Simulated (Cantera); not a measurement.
## Gas activation for diamond growth

An isothermal, constant-pressure homogeneous reactor starts with CH4 : H2 : CO2 = 0.0032 : 1 : 0.018 (molar parts), at 2450 K and 188 Torr.

Computed with Cantera and GRI-Mech 3.0 (53 species, 325 reactions).

| t (s) | x CH4 | x H2 | x CO2 | x HO2 | x H2O2 | x O2 | x H2O |
|---|---|---|---|---|---|---|---|
| 0.000100 | 0.00283 | 0.970 | 0.0137 | 7.22e-12 | <1e-12 | 1.23e-10 | 0.00391 |
| 0.000314 | 0.00224 | 0.950 | 0.00175 | 8.23e-12 | 1.39e-12 | 2.87e-9 | 0.0157 |
| 0.000988 | 0.000814 | 0.938 | 5.24e-5 | 1.48e-11 | 4.24e-12 | 1.20e-8 | 0.0168 |
| 0.00311 | 0.000166 | 0.932 | 5.17e-5 | 1.75e-11 | 5.61e-12 | 1.70e-8 | 0.0156 |
| 0.00977 | 2.65e-5 | 0.928 | 5.05e-5 | 1.73e-11 | 5.89e-12 | 1.86e-8 | 0.0142 |
| 0.0307 | 7.59e-9 | 0.927 | 5.02e-5 | 1.78e-11 | 6.20e-12 | 1.98e-8 | 0.0140 |
| 0.0965 | 2.81e-10 | 0.927 | 5.02e-5 | 1.78e-11 | 6.20e-12 | 1.98e-8 | 0.0140 |
| 0.304 | 2.81e-10 | 0.927 | 5.02e-5 | 1.78e-11 | 6.20e-12 | 1.98e-8 | 0.0140 |
| 0.954 | 2.81e-10 | 0.927 | 5.02e-5 | 1.78e-11 | 6.20e-12 | 1.98e-8 | 0.0140 |
| 3.00 | 2.81e-10 | 0.927 | 5.02e-5 | 1.78e-11 | 6.20e-12 | 1.98e-8 | 0.0140 |
x: mole fraction; the columns are a selection and need not sum to one.

Equilibrium at this temperature and pressure: CH4 3.19e-10, H2 0.927, CO2 5.02e-5, HO2 1.78e-11, H2O2 6.20e-12, O2 1.98e-8, H2O 0.0140 (gas phase only).
